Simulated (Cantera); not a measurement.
A closed system holds: 1 mol CuO, 0.84 mol F₂, 36 mol N₂, held at 1475 K and 3200 Pa.

Equilibrium computed with Cantera from the NASA thermochemical tables; the gas is ideal and each condensed phase is pure. Candidate condensed phases: Cu, CuF₂, CuO, Cu₂O; 22 gas species. Kinetics and transport are ignored.

Base state: N₂ 0.960, CuF₂ 0.0179, O₂ 0.0132, CuF 0.00875, NO 0.000299, F 0.000223 (mole fractions); condensed: gas only.

Task: What changes in the equilibrium state with this change: F₂ from 0.84 to 0.68 mol?

Result: 
```tsv
species	before	after
N₂	0.960	0.960
CuF	0.00875	0.0171
O₂	0.0132	0.0132
CuF₂	0.0179	0.00954
F	0.000223	6.06e-5
NO	0.000299	0.000299
```
